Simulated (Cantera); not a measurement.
Charge: 1 mol SiH4, 12 mol O2, 7.8 mol H2, equilibrated at 56.0 mbar.

Equilibrium computed with Cantera from the NASA thermochemical tables; the gas is ideal and each condensed phase is pure. Candidate condensed phases: H2O, Si, SiO2; 18 gas species. The tables hold silica as quartz up to 1696 K and as liquid above; real silica turns to tridymite and cristobalite and melts near 1996 K. Gases not in the tables: Si(OH)4. Kinetics and transport are ignored.

x: gas mole fraction; n: condensed amount in mol.

```json
[
 {"T (K)": "700", "x H2O": "0.616", "x O2": "0.384", "x OH": "1.59e-10", "x O": "<1e-12", "x H2": "<1e-12", "x H": "<1e-12", "n SiO2(α-quartz)": "1.00", "n SiO2(β-quartz)": "0"},
 {"T (K)": "775", "x H2O": "0.616", "x O2": "0.384", "x OH": "2.36e-9", "x O": "<1e-12", "x H2": "<1e-12", "x H": "<1e-12", "n SiO2(α-quartz)": "1.00", "n SiO2(β-quartz)": "0"},
 {"T (K)": "850", "x H2O": "0.616", "x O2": "0.384", "x OH": "2.17e-8", "x O": "1.94e-12", "x H2": "…", "x H": "<1e-12", "n SiO2(α-quartz)": "0", "n SiO2(β-quartz)": "1.00"},
 {"T (K)": "925", "x H2O": "0.616", "x O2": "0.384", "x OH": "1.40e-7", "x O": "3.51e-11", "x H2": "…", "x H": "<1e-12", "n SiO2(α-quartz)": "0", "n SiO2(β-quartz)": "1.00"},
 {"T (K)": "1000", "x H2O": "0.616", "x O2": "0.384", "x OH": "6.82e-7", "x O": "4.12e-10", "x H2": "…", "x H": "<1e-12", "n SiO2(α-quartz)": "0", "n SiO2(β-quartz)": "1.00"},
 {"T (K)": "1075", "x H2O": "0.616", "x O2": "0.384", "x OH": "2.67e-6", "x O": "3.43e-9", "x H2": "…", "x H": "3.37e-12", "n SiO2(α-quartz)": "0", "n SiO2(β-quartz)": "1.00"},
 {"T (K)": "1150", "x H2O": "0.616", "x O2": "0.384", "x OH": "8.74e-6", "x O": "2.18e-8", "x H2": "…", "x H": "4.24e-11", "n SiO2(α-quartz)": "0", "n SiO2(β-quartz)": "1.00"},
 {"T (K)": "1225", "x H2O": "0.616", "x O2": "0.384", "x OH": "2.48e-5", "x O": "1.10e-7", "x H2": "…", "x H": "3.93e-10", "n SiO2(α-quartz)": "0", "n SiO2(β-quartz)": "1.00"},
 {"T (K)": "1300", "x H2O": "0.616", "x O2": "0.384", "x OH": "6.23e-5", "x O": "4.63e-7", "x H2": "…", "x H": "2.82e-9", "n SiO2(α-quartz)": "0", "n SiO2(β-quartz)": "1.00"},
 {"T (K)": "1375", "x H2O": "0.616", "x O2": "0.384", "x OH": "0.000142", "x O": "1.67e-6", "x H2": "…", "x H": "1.64e-8", "n SiO2(α-quartz)": "0", "n SiO2(β-quartz)": "1.00"},
 {"T (K)": "1450", "x H2O": "0.616", "x O2": "0.384", "x OH": "0.000296", "x O": "5.26e-6", "x H2": "…", "x H": "7.98e-8", "n SiO2(α-quartz)": "0", "n SiO2(β-quartz)": "1.00"},
 {"T (K)": "1525", "x H2O": "0.616", "x O2": "0.383", "x OH": "0.000575", "x O": "1.48e-5", "x H2": "…", "x H": "3.32e-7", "n SiO2(α-quartz)": "0", "n SiO2(β-quartz)": "1.00"},
 {"T (K)": "1600", "x H2O": "0.616", "x O2": "0.383", "x OH": "0.00105", "x O": "3.79e-5", "x H2": "…", "x H": "1.21e-6", "n SiO2(α-quartz)": "0", "n SiO2(β-quartz)": "1.00"}
]
```

What belongs in the gaps?


- 850, x H2: 1.93e-12
- 925, x H2: 3.29e-11
- 1000, x H2: 3.67e-10
- 1075, x H2: 2.95e-9
- 1150, x H2: 1.81e-8
- 1225, x H2: 8.89e-8
- 1300, x H2: 3.65e-7
- 1375, x H2: 1.29e-6
- 1450, x H2: 3.98e-6
- 1525, x H2: 1.10e-5
- 1600, x H2: 2.79e-5
